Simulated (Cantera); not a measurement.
An isothermal, constant-pressure homogeneous reactor starts with CH4 : N2 = 0.51 : 7.4 (molar parts), at 1500 K and 2670 Pa.

Model: GRI-Mech 3.0 (53 species, 325 reactions), integrated in Cantera. GRI-Mech 3.0 stops at C3 and has no aromatics, soot or wall deposition, so with more carbon than oxygen in the feed, carbon stays in small species such as C2H2 where larger ones or solid carbon would form. Radical loss at walls, strong at low pressure, is not modelled.

Problem. Predict: x(CH4) at 200 s; x(H2) at 200 s; x(H) at 200 s; x(CH2) at 200 s; x(C2H6) at 200 s; x(HCN) at 200 s; x(C2H4) at 200 s.

Solution. 
- x(CH4) at 200 s: 0.000538 (gas-phase equilibrium 5.78e-5)
- x(H2) at 200 s: 0.0901 (gas-phase equilibrium 0.0907)
- x(H) at 200 s: 3.20e-5 (gas-phase equilibrium 3.27e-5)
- x(CH2) at 200 s: 1.14e-9 (gas-phase equilibrium 1.26e-10)
- x(C2H6) at 200 s: 6.39e-9 (gas-phase equilibrium 1.25e-10)
- x(HCN) at 200 s: 6.15e-7 (gas-phase equilibrium 0.0429)
- x(C2H4) at 200 s: 2.04e-5 (gas-phase equilibrium 5.99e-6)
